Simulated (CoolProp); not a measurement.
Vapour-liquid equilibrium of propylene (1) + R22 (2) at 48.55 °C; x and y are mole fractions of (1).

Values from CoolProp's multi-fluid Helmholtz-energy mixture model, Lemmon 2013 and Kamei 1995; pair parameters Bell 2016.

| x | bubble pressure, mixture model (kPa) | bubble pressure, Raoult's law (kPa) | y, mixture model | y, Raoult's law |
|---|---|---|---|---|
| 0.05 | 1911 | 1884 | 0.061 | 0.053 |
| 0.15 | 1967 | 1896 | 0.172 | 0.158 |
| 0.25 | 2010 | 1907 | 0.275 | 0.261 |
| 0.35 | 2042 | 1918 | 0.371 | 0.363 |
| 0.45 | 2063 | 1929 | 0.464 | 0.464 |
| 0.55 | 2075 | 1941 | 0.555 | 0.564 |
| 0.65 | 2075 | 1952 | 0.647 | 0.663 |
| 0.75 | 2066 | 1963 | 0.741 | 0.761 |
| 0.85 | 2045 | 1974 | 0.839 | 0.857 |
| 0.95 | 2012 | 1985 | 0.944 | 0.953 |

The largest gap from Raoult's law is +6.9 % in bubble pressure, at x = 0.45. y crosses x between x = 0.55 and 0.65: the model has an azeotrope there.

The pair parameters rest on a limited set of measurements; away from them the model extrapolates.
